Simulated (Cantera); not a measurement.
What does this Cantera script print?

```python
import numpy as np
import cantera as ct

gas_names = """
    NO N O N2
""".split()
cond_names = """
    V(cr) V(L) V2O4(I) V2O4(II) V2O4(L) VN(s) V2O3(s) V2O3(L)
""".split()


# ... load() reads the species with a 1 bar reference pressure and builds the phases ...
species = {s.name: s for s in load("nasa_gas.yaml", gas_names) + load("nasa_condensed.yaml", cond_names)}
# Each term lists the table entries of one substance; the one whose range holds T is used.
reactions = {
    '4 NO(g) + 2 V = V2O4 + 4 N(g)':
        [(-4, ['NO']), (-2, ['V(cr)', 'V(L)']), (1, ['V2O4(I)', 'V2O4(II)', 'V2O4(L)']), (4, ['N'])],
    'V2O4 + 2 NO(g) = 2 VN + 6 O(g)':
        [(-1, ['V2O4(I)', 'V2O4(II)', 'V2O4(L)']), (-2, ['NO']), (2, ['VN(s)']), (6, ['O'])],
    'V2O3 + N2(g) = 2 VN + 3 O(g)':
        [(-1, ['V2O3(s)', 'V2O3(L)']), (-1, ['N2']), (2, ['VN(s)']), (3, ['O'])],
}


def pick(names, T):
    return next(species[n] for n in names if species[n].thermo.min_temp <= T <= species[n].thermo.max_temp)


results = []
for label, terms in reactions.items():
    print(label)
    print("     T/K   dH/kJ  dS/(J/K)   dG/kJ   log10 K")
    for T in [1750, 1800, 1850, 1900, 1950, 2000]:
        used = [(nu, pick(names, T)) for nu, names in terms]
        dH = sum(nu * s.thermo.h(T) for nu, s in used) / 1e6
        dS = sum(nu * s.thermo.s(T) for nu, s in used) / 1e3
        dG = dH - T * dS / 1e3
        logK = -dG * 1e6 / (ct.gas_constant * T * np.log(10))
        results.append((label, T, dH, dS, dG, logK, [s.name for _, s in used]))
        print(f"{T:8g} {dH:8.1f} {dS:8.1f} {dG:8.1f} {logK:8.2f}")
```

Result:

```
4 NO(g) + 2 V = V2O4 + 4 N(g)
     T/K   dH/kJ  dS/(J/K)   dG/kJ   log10 K
    1750    174.1    -75.9    307.0    -9.16
    1800    176.1    -74.8    310.8    -9.02
    1850    291.2    -11.5    312.4    -8.82
    1900    294.8     -9.6    313.0    -8.60
    1950    298.3     -7.8    313.4    -8.40
    2000    301.7     -6.0    313.8    -8.19
V2O4 + 2 NO(g) = 2 VN + 6 O(g)
     T/K   dH/kJ  dS/(J/K)   dG/kJ   log10 K
    1750   2306.2    508.5   1416.3   -42.27
    1800   2306.1    508.5   1390.9   -40.36
    1850   2192.9    446.1   1367.5   -38.61
    1900   2191.1    445.2   1345.3   -36.98
    1950   2189.3    444.3   1323.0   -35.44
    2000   2187.6    443.4   1300.8   -33.97
V2O3 + N2(g) = 2 VN + 3 O(g)
     T/K   dH/kJ  dS/(J/K)   dG/kJ   log10 K
    1750   1529.6    268.8   1059.2   -31.62
    1800   1529.0    268.4   1045.8   -30.35
    1850   1528.4    268.1   1032.4   -29.15
    1900   1527.8    267.8   1019.0   -28.01
    1950   1527.1    267.4   1005.6   -26.94
    2000   1526.3    267.0    992.3   -25.91
```

Cantera with NASA thermochemical tables; ideal gases at 1 bar, condensed phases pure. VN: taken at fixed stoichiometry. Condensed species are held in their standard states even where they would react or evaporate.
